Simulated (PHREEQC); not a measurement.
# Alkaline etch or developer

Make-up at 25 °C: 0.0037 mol LiOH, 0.00092 mol K2SiO3 and 0.017 mol (CH3)4NCl per kg of water. Closed to the air; pH follows from the charge balance.

Computed with PHREEQC (ion-association model, wateq4f.dat).

Each row changes one thing in this solution. Precipitation was switched off in this run.

```tsv
case	pH	ionic strength (mol/kgw)
as made	11.60	0.0226
K2SiO3 replaced by KHF2 at the same molality	11.38	0.0216
(CH3)4NCl left out	11.63	0.00557
temperature from 25 to 60 °C	10.63	0.0226
K2SiO3 left out	11.51	0.0207
diluted 5-fold with water	10.94	0.00451
```

(CH3)4N+ isn't in the database: it is added as a free cation with an ion size of 4 Å. At this temperature some constants are extrapolated from 25 °C, and those without enthalpy data are left unchanged.
